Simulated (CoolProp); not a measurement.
The fluid at 293.15 K and 0.537 MPa is throttled through a valve to 0.0303 MPa with no heat exchange. The same conditions are run with several fluids, on thermodynamics alone (safety and materials aside).

Computed with CoolProp (reference Helmholtz-energy equation of state of each fluid (carbonyl sulfide: Lemmon 2006; methane: Setzmann 1991; hydrogen chloride: Thol 2018; fluorine: de Reuck 1990; R407C: Lemmon 2003)). Blends and air are pseudo-pure fits.

Problem. Rank carbonyl sulfide, methane, hydrogen chloride, fluorine, R407C by temperature change (K), highest first.

Solution. fluorine (-1.0), methane (-2.3), hydrogen chloride (-8.6), carbonyl sulfide (-11.4), R407C (-12.2)

```csv
fluid,final density (kg/m³)
carbonyl sulfide,0.780
methane,0.201
hydrogen chloride,0.468
fluorine,0.474
R407C,1.12
```
